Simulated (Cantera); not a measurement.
An adiabatic, constant-volume homogeneous reactor starts with CH4 : H2 : O2 : N2 = 1 : 0.2 : 4.88 : 18.4 (molar parts), at 1075 K and 4.93 atm.

Computed with Cantera and GRI-Mech 3.0 (53 species, 325 reactions).

**Question.** Predict: time of steepest temperature rise; temperature at 3.00 s; equilibrium temperature; x(H2) at 3.00 s; x(O2) at 3.00 s; x(O) at 3.00 s; x(H2O2) at 3.00 s.

**Answer.** 
| Quantity | Result |
|---|---|
| time of steepest temperature rise | 6.07 ms |
| temperature at 3.00 s | 2223 K |
| equilibrium temperature | 2223 K |
| x(H2) at 3.00 s | 0.000111 (gas-phase equilibrium 0.000111) |
| x(O2) at 3.00 s | 0.109 (gas-phase equilibrium 0.109) |
| x(O) at 3.00 s | 0.000323 (gas-phase equilibrium 0.000323) |
| x(H2O2) at 3.00 s | 3.40e-7 (gas-phase equilibrium 3.40e-7) |
